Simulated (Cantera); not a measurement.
An isothermal, constant-pressure homogeneous reactor starts with H2 : O2 = 0.21 : 1 (molar parts), at 900 K and 0.00207 atm.

Detailed kinetics in Cantera: GRI-Mech 3.0 (53 species, 325 reactions). Radical loss at walls, strong at low pressure, is not modelled. Below about 950 K walls govern HO2 and H2O2 in real vessels. The temperature is held fixed by assumption; the heat of reaction is taken as removed at once.

x: mole fraction; the columns are a selection and need not sum to one.

```csv
t (s),x H2,x O2,x OH,x H,x H2O,x O
0.000200,0.174,0.826,<1e-12,2.02e-12,<1e-12,<1e-12
0.000570,0.174,0.826,<1e-12,5.67e-12,<1e-12,<1e-12
0.00162,0.174,0.826,2.03e-12,1.79e-11,5.85e-12,4.90e-12
0.00462,0.174,0.826,1.42e-11,1.01e-10,9.68e-11,4.36e-11
0.0132,0.174,0.826,7.27e-10,(withheld),(withheld),(withheld)
0.0375,0.173,0.826,(withheld),(withheld),(withheld),(withheld)
0.107,0.00602,0.763,0.00234,0.0567,0.143,0.0294
0.304,0.00213,0.797,0.00135,0.0105,0.179,0.00983
0.866,0.000219,0.809,0.000373,0.000286,0.189,0.000994
2.47,1.70e-5,0.810,0.000101,5.98e-6,0.190,7.71e-5
7.02,1.85e-6,0.810,3.55e-5,2.59e-7,0.190,9.48e-6
20.0,3.03e-7,0.810,1.54e-5,2.11e-8,0.190,1.78e-6
```

Question: Some entries are withheld; supply them.

Answer: 
- 0.0132, x H: 4.94e-9
- 0.0132, x H2O: 7.18e-9
- 0.0132, x O: 2.34e-9
- 0.0375, x OH: 3.49e-5
- 0.0375, x H: 0.000238
- 0.0375, x H2O: 0.000353
- 0.0375, x O: 0.000112
